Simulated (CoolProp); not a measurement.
Vapour-liquid equilibrium of isobutene (1) + n-butane (2) at 322.4 K; x and y are mole fractions of (1).

The numbers come from the multi-fluid Helmholtz-energy mixture model, Lemmon 2005 and Bücker 2006; pair parameters Bell 2016 in CoolProp.

```
x      bubble pressure (bar)  y at the bubble point  dew pressure at overall composition x (bar)  liquid density (mol/L)
-----  ---------------------  ---------------------  -------------------------------------------  ----------------------
0.05                     [?]                    [?]                                        4.918                   9.372
0.125                  5.033                  0.150                                        5.004                   9.410
0.2                      [?]                    [?]                                        5.090                   9.449
0.275                  5.222                  0.315                                        5.176                   9.488
0.35                   5.311                  0.393                                        5.262                   9.529
0.425                  5.397                  0.469                                        5.347                   9.571
0.5                    5.480                  0.543                                        5.431                   9.613
0.575                  5.561                  0.615                                        5.516                   9.656
0.65                   5.640                  0.686                                        5.600                   9.701
0.725                  5.717                  0.755                                        5.683                   9.746
0.8                    5.792                  0.823                                        5.766                   9.792
0.875                    [?]                  0.890                                        5.849                   9.838
0.95                   5.940                  0.957                                          [?]                   9.886
```

Task: Some entries are withheld; supply them.

Result: 
- 0.05, bubble pressure (bar): 4.932
- 0.05, y at the bubble point: 0.061
- 0.2, bubble pressure (bar): 5.129
- 0.2, y at the bubble point: 0.234
- 0.875, bubble pressure (bar): 5.867
- 0.95, dew pressure at overall composition x (bar): 5.933

No azeotrope shows between x = 0.05 and 0.95.

The pair parameters rest on a limited set of measurements; away from them the model extrapolates.
